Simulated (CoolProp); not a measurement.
Vapour-liquid equilibrium of propylene (1) + R114 (2) at 34.85 °C; x and y are mole fractions of (1).

Model: multi-fluid Helmholtz-energy mixture model, Lemmon 2013 and Platzer 1990; pair parameters Bell 2016, in CoolProp. This equation is an older, rougher fit; its heat capacities, sound speeds and derivatives of the liquid may be far off and weren't checked against measurements.

```csv
x,"bubble pressure, mixture model (kPa)","bubble pressure, Raoult's law (kPa)","y, mixture model","y, Raoult's law"
0.05,363.2,349.6,0.220,0.209
0.2,576.7,525.6,0.556,0.557
0.35,772.6,701.6,0.708,0.730
0.5,946.1,877.6,0.797,0.834
0.65,1103,1054,0.861,0.903
0.8,1254,1230,0.918,0.953
0.95,1410,1406,0.978,0.990
```

The largest gap from Raoult's law is +10.1 % in bubble pressure, at x = 0.35. No azeotrope shows between x = 0.05 and 0.95.

Pair parameters are fitted to limited data, so mixtures are less certain than the pure fluids.
